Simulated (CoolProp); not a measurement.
A single-stage vapour-compression cycle with R11: evaporating at 289.15 K (dew point), condensing at 359.15 K (bubble point), superheat 0 K, subcooling 2 K, compressor efficiency 0.85, no pressure losses. Each further row changes one setting.

The numbers come from the reference Helmholtz-energy equation of state, Jacobsen 1992 in CoolProp.

```csv
case,cooling COP,pressure ratio,discharge temperature (K),refrigerating effect (kJ/kg),volumetric capacity (kJ/m³)
as stated,2.73,7.89,373.7,122,550
evaporating temperature 294.15 K,3.06,6.56,371.8,125,667
condensing temperature 354.15 K,3.02,7.01,368.3,127,572
subcooling 7 K,2.84,7.89,373.7,127,572
superheat 10 K,2.76,7.89,385.0,128,556
compressor efficiency 0.75,2.41,7.89,382.3,122,550
```
